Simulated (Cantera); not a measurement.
Thermodynamics of iron carbonyl, mercury and lead vapours, feed PbO + H₂ + CO

Charge: 1 mol PbO, 17 mol H₂, 2.6 mol CO, held at 8.00 mbar.

These are equilibrium values from Cantera (NASA tables, ideal gas, pure condensed phases), not measurements of a reactor. Candidate condensed phases: C, C₆H₆, C₇H₈, C₈H₁₈, H₂O, Pb, PbO, PbO₂, Pb₃O₄; 113 gas species. Kinetics and transport are ignored.

```tsv
T (K)	log p H₂	log p CO	log p Pb	log p H₂O	log p CO₂	log p CH₄	n Pb(l)
773	-2.18	-3.09	-7.64	-3.52	-3.72	-4.11	1.000
873	-2.18	-3.02	-6.20	-3.53	-3.95	-5.75	0.998
973	-2.18	-3.01	-5.06	-3.48	-4.10	-7.16	0.979
1073	-2.19	-3.00	-4.14	-3.46	-4.24	-8.32	0.819
1173	-2.20	-3.01	-3.41	-3.46	-4.38	-9.33	0
1273	-2.20	-3.01	-3.41	-3.45	-4.47	-10.13	0
1373	-2.20	-3.01	-3.41	-3.44	-4.56	-10.81	0
1473	-2.21	-3.01	-3.41	-3.44	-4.63	-11.39	0
1573	-2.21	-3.00	-3.41	-3.43	-4.69	-11.91	0
```
log p: log10 of the partial pressure in bar; n: condensed amount in mol.

From 773 K to 1073 K the condensed part is Pb(l). From 1173 K to 1573 K nothing is condensed. The main Pb-bearing gas is Pb throughout.
